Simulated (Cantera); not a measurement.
A closed system holds: 1 mol H₂O, 4.2 mol H₂, 46 mol N₂, equilibrated at 2148.15 K and 14.0 Pa.

Method: chemical equilibrium by Gibbs-energy minimisation in Cantera with the NASA 1993 tables (ideal gas, pure condensed phases). Candidate condensed phases: H₂O; 24 gas species. Kinetics and transport are ignored.

Base state: N₂ 0.860, H 0.0757, H₂ 0.0461, H₂O 0.0121, O 0.00296, OH 0.00255, NO 0.000462, O₂ 0.000329 (mole fractions); condensed: gas only.

Problem. What changes in the equilibrium state with this change: pressure from 14.0 Pa to 13.3 mbar?

Solution. 
```tsv
species	before	after
N₂	0.860	0.894
H₂	0.0461	0.0768
H₂O	0.0121	0.0190
H	0.0757	0.0100
O₂	0.000329	3.08e-6
O	0.00296	2.93e-5
```
